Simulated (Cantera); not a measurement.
Cantera run:

```python
import numpy as np
import cantera as ct

gas_names = """
    B BCL BCL2 BCL3 BN B2 CL CL2 N N2
""".split()
cond_names = """
    B(b) B(L) BN(s)
""".split()


# ... load() reads the species with a 1 bar reference pressure and builds the phases ...
atoms = {
    'BCl3': {'B': 1, 'CL': 3},
    'N2': {'N': 2},
}
top_T = {'BN(s)': 3200}  # K; cautious upper limits of use, not melting points


# ... equilibrate(T, P, feed) seeds the gas with the atoms and calls Mixture.equilibrate('TP', solver="vcs", rtol=1e-11, max_steps=5000) ...
results = []
feed = {'BCl3': 1, 'N2': 9.2}  # mol
P = 4300  # Pa
for T in [798, 898, 998, 1098, 1198, 1298, 1398, 1498, 1598, 1698, 1798, 1898, 1998]:
    mix = equilibrate(T, P, feed)
    results.append((T, P, feed, dict(zip(mix.species_names, mix.species_moles))))

top = {s: max(r[3][s] / sum(r[3][g] for g in gas_names) for r in results) for s in gas_names}
cols = sorted((s for s in top if top[s] > 0.0001), key=lambda s: -top[s])[:8]
seen = [c for c in cond_names if any(r[3].get(c, 0) > 1e-12 for r in results)]
print("log10 of partial pressures in bar; condensed amounts in mol")
print(f"{'T/K':>10s}" + "".join(f"{s[:9]:>10s}" for s in cols + seen))
for T, P, feed, n in results:
    ng = sum(n[g] for g in gas_names)
    print(f"{T:10.4g}" + "".join(f"{np.log10(max(n[s] / ng * P / 1e5, 1e-99)):10.3f}" for s in cols)
          + "".join(f"{n.get(c, 0):10.4g}" for c in seen))
```

It prints:

```
log10 of partial pressures in bar; condensed amounts in mol
       T/K        N2      BCL3        CL      BCL2       BCL     BN(s)
       798    -1.411    -2.375   -10.050   -13.637   -20.374 2.278e-08
       898    -1.411    -2.375    -8.780   -11.654   -17.151 2.167e-07
       998    -1.411    -2.375    -7.762   -10.072   -14.578 1.696e-06
      1098    -1.411    -2.375    -6.926    -8.781   -12.478 1.025e-05
      1198    -1.411    -2.375    -6.228    -7.707   -10.732 4.775e-05
      1298    -1.411    -2.375    -5.637    -6.801    -9.259 0.0001757
      1398    -1.411    -2.375    -5.128    -6.027    -7.999 0.0005245
      1498    -1.412    -2.376    -4.686    -5.359    -6.909  0.001284
      1598    -1.412    -2.378    -4.299    -4.776    -5.959  0.002509
      1698    -1.412    -2.384    -3.958    -4.266    -5.124  0.003297
      1798    -1.414    -2.397    -3.647    -3.830    -4.406         0
      1898    -1.417    -2.425    -3.287    -3.537    -3.943         0
      1998    -1.422    -2.479    -2.970    -3.297    -3.544         0
```

These are equilibrium values from Cantera (NASA tables, ideal gas, pure condensed phases), not measurements of a reactor. N2 is the only nitrogen source here; it is nearly inert below about 1500 K, so the nitride shown seldom forms there in practice. The tables' values for BCl2, BCl are old estimates; treat these amounts as uncertain.
